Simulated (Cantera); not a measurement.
An adiabatic, constant-pressure homogeneous reactor starts with CH₄ : O₂ : N₂ : CO₂ = 1 : 1.54 : 5.78 : 0.35 (molar parts), equivalence ratio 1.3, at 1125 K and 14.8 atm. Integrator tolerance rtol = 1e-08.

Computed with Cantera and GRI-Mech 3.0 (53 species, 325 reactions). The pressure lies above the range GRI-Mech 3.0 was tuned for (to about 10 atm).

Problem. What does this change do: initial temperature 1125 to 1100 K?

Solution. 
```tsv
quantity	before	after
time of steepest temperature rise	9.21 ms	12.9 ms
temperature at 0.200 s	2593 K	2574 K
equilibrium temperature	2593 K	2574 K
x(CH₄) at 0.200 s	4.65e-12 (gas-phase equilibrium 5.28e-12)	5.00e-12 (gas-phase equilibrium 5.67e-12)
x(O₂) at 0.200 s	0.000240 (gas-phase equilibrium 0.000240)	0.000202 (gas-phase equilibrium 0.000202)
x(CO₂) at 0.200 s	0.0740 (gas-phase equilibrium 0.0740)	0.0743 (gas-phase equilibrium 0.0743)
x(C₂H₆) at 0.200 s	<1e-12 (gas-phase equilibrium <1e-12)	<1e-12 (gas-phase equilibrium <1e-12)
x(OH) at 0.200 s	0.00245 (gas-phase equilibrium 0.00245)	0.00223 (gas-phase equilibrium 0.00223)
x(NO₂) at 0.200 s	8.65e-8 (gas-phase equilibrium 8.65e-8)	7.20e-8 (gas-phase equilibrium 7.20e-8)
x(O) at 0.200 s	9.07e-5 (gas-phase equilibrium 9.07e-5)	7.64e-5 (gas-phase equilibrium 7.64e-5)
```
